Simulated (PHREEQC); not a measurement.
Make-up at 20 °C: 0.83 mol/kgw HCl, 0.1 mol/kgw BaCl2 and 0.21 mol/kgw NaCl. Closed to the air; pH follows from the charge balance.

All values are PHREEQC results (Pitzer model, pitzer.dat), not measurements.

```tsv
quantity	before	after
pH	0.02	-0.11
SI of Halite (NaCl)	-2.42	-1.48
```

**Question.** Name the change that produced these shifts.
A) NaCl from 0.21 to 1.05 mol/kgw
B) BaCl2 left out
C) BaCl2 from 0.1 to 0.02 mol/kgw

**Answer.** A, NaCl from 0.21 to 1.05 mol/kgw

Precipitation was switched off in this run. In brines, pH and single-ion activities rest on the MacInnes convention.
